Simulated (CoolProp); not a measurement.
Properties of dodecamethylcyclohexasiloxane (D6) along the isotherm 321.25 °C (Tc = 372.6 °C, pc = 961.4 kPa, ω = 0.736).

Model: reference Helmholtz-energy equation of state, Colonna 2008, in CoolProp. It is a short technical equation, of lower accuracy than the large ones.

```
p (kPa)   phase  density (kg/m³)  Joule-Thomson coefficient (K/MPa)  expansivity (1/kK)
-------  ------  ---------------  ---------------------------------  ------------------
15.2        gas            1.381                              10.84               1.731
24.6        gas            2.247                              10.93               1.762
39.7        gas            3.658                              11.08               1.813
64.1        gas            5.995                              11.34               1.902
104         gas            9.977                              11.81               2.064
167         gas            16.72                              12.69               2.371
270         gas            29.29                              14.68               3.090
706      liquid            576.9                              1.132               4.145
1140     liquid            590.1                             0.8504               3.548
1840     liquid            607.2                             0.5730               2.958
2980     liquid            628.8                             0.3201               2.410
4810     liquid            654.9                             0.1096               1.939
```
